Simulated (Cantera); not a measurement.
A closed system holds: 1 mol PbO, 1.2 mol O2, 3.5 mol H2, held at 623 K and 4.80 Torr.

Method: chemical equilibrium by Gibbs-energy minimisation in Cantera with the NASA 1993 tables (ideal gas, pure condensed phases). Candidate condensed phases: H2O, Pb, PbO, PbO2, Pb3O4; 12 gas species. Equilibrium is a limit: real reactors are often held back by kinetics, nucleation or transport.

Base state: H2O 0.971, H2 0.0286 (mole fractions); condensed: Pb(l).

Task: What changes in the equilibrium state with this change: O2 from 1.2 to 0.023 mol?

Result: 
```tsv
species	before	after
H2	0.0286	0.701
H2O	0.971	0.299
Pb(l), mol	1.00	1.00
```
